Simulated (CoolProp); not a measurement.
Vapour-liquid equilibrium of dimethyl carbonate (1) + n-octane (2) at 0.0369 MPa; x and y are mole fractions of (1).

The numbers come from the multi-fluid Helmholtz-energy mixture model, Zhou 2011 and Beckmüller 2019; pair parameters Bell 2016 in CoolProp.

```
x     bubble temperature, mixture model (K)  bubble temperature, Raoult's law (K)  y, mixture model  y, Raoult's law
----  -------------------------------------  ------------------------------------  ----------------  ---------------
0.05                                  355.1                                 363.2             0.347            0.137
0.15                                  343.3                                 358.3             0.617            0.351
0.25                                  338.0                                 354.1             0.713            0.508
0.35                                  335.5                                 350.5             0.755            0.628
0.45                                  334.4                                 347.3             0.776            0.722
0.55                                  333.8                                 344.4             0.788            0.796
0.65                                  333.5                                 341.9             0.798            0.857
0.75                                  333.3                                 339.5             0.813            0.907
0.85                                  333.1                                 337.4             0.845            0.949
0.95                                  333.6                                 335.5             0.922            0.984
```

The largest gap from Raoult's law is -16.1 K in bubble temperature, at x = 0.25. y crosses x between x = 0.75 and 0.85: the model has an azeotrope there.

Pair parameters are fitted to limited data, so mixtures are less certain than the pure fluids. With so large a gap from Raoult's law the liquid may split in two, which this calculation doesn't test in full.
